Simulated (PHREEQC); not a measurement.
# Buffer

Solution (25 °C): 0.21 mol NaHCO3, 0.0053 mol Na2SO4 and 0.023 mol KCl per kg of water. Closed to the air; pH follows from the charge balance.

Computed with PHREEQC (ion-association model, phreeqc.dat).

No solid was allowed to form.

Question: What pH, activity of water, specific conductance does the model give?

Answer: pH 7.90; activity of water 0.992; specific conductance 17800 µS/cm.

Question: In which forms is S present?

Answer: SO4-2 75 %, NaSO4- 22 %, KSO4- 3.2 % of the S.
